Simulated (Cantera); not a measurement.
Cantera run:

```python
import numpy as np
import cantera as ct

gas_names = """
    B BCL BCL2 BCL3 BN BO BOCL BO2 B2 B2O B2O2 B2O3 B3O3CL3 CL CLO CL2 N NO NO2 NO3 N2 N2O O O2 O3
""".split()
cond_names = """
    B(b) B(L) BN(s) B2O3(L)
""".split()


def load(file, names, dense=False):
    # The tables refer to 1 bar. Condensed volumes are neglected.
    table = {s.name: s for s in ct.Species.list_from_file(file)}
    out = []
    for n in names:
        d = dict(table[n].input_data)
        d["thermo"] = dict(d["thermo"], **{"reference-pressure": 1e5})
        if dense:
            d["equation-of-state"] = {"model": "constant-volume", "density": "1e6 g/cm^3"}
        out.append(ct.Species.from_dict(d))
    return out


gas = ct.Solution(thermo="ideal-gas", species=load("nasa_gas.yaml", gas_names))
cond = {s.name: ct.Solution(thermo="fixed-stoichiometry", species=[s], name=s.name)
        for s in load("nasa_condensed.yaml", cond_names, dense=True)}
atoms = {
    'BCl3': {'B': 1, 'CL': 3},
    'O2': {'O': 2},
    'N2': {'N': 2},
}
top_T = {'BN(s)': 3200}  # K; cautious upper limits of use, not melting points


def equilibrate(T, P, feed):
    n = {}
    for name, mol in feed.items():
        for a, k in atoms[name].items():
            n[a] = n.get(a, 0.0) + k * mol
    gas.TPX = T, P, n
    mass = sum(n.values()) * gas.mean_molecular_weight
    gas.equilibrate("TP")
    valid = [c for c in cond.values() if c.min_temp <= T <= top_T.get(c.name, c.max_temp)]
    mix = ct.Mixture([(gas, mass / gas.mean_molecular_weight)] + [(c, 0.0) for c in valid])
    mix.T, mix.P = T, P
    mix.equilibrate("TP", solver="vcs", rtol=1e-11, max_steps=5000)
    return mix


results = []
feed = {'BCl3': 1, 'O2': 0.64, 'N2': 27}  # mol
T = 2423  # K
P = 10  # Pa
mix = equilibrate(T, P, feed)
results.append((T, P, feed, dict(zip(mix.species_names, mix.species_moles))))
x = sorted(zip(gas.X, gas.species_names), reverse=True)
print(f"T = {T:g} K  P = {P:g} Pa  gas = {mix.phase_moles(0):.4g} mol")
print("   x: " + "  ".join(f"{s} {v:.3e}" for v, s in x if v > 1e-06))
print("   condensed (mol): " + ("  ".join(f"{mix.phase(i).name} {mix.phase_moles(i):.4g}"
      for i in range(1, mix.n_phases) if mix.phase_moles(i) > 1e-12) or "none"))
```

Result:

```
T = 2423 K  P = 10 Pa  gas = 31.24 mol
   x: N2 8.640e-01  CL 9.591e-02  BO 3.111e-02  O 7.726e-03  BO2 7.227e-04  NO 3.603e-04  BOCL 1.008e-04  O2 6.219e-05  B2O3 3.007e-05  N 1.302e-05  B2O2 4.764e-06  BCL 1.641e-06
   condensed (mol): none
```

These are equilibrium values from Cantera (NASA tables, ideal gas, pure condensed phases), not measurements of a reactor. The tables' values for BOCl are old estimates; treat these amounts as uncertain.
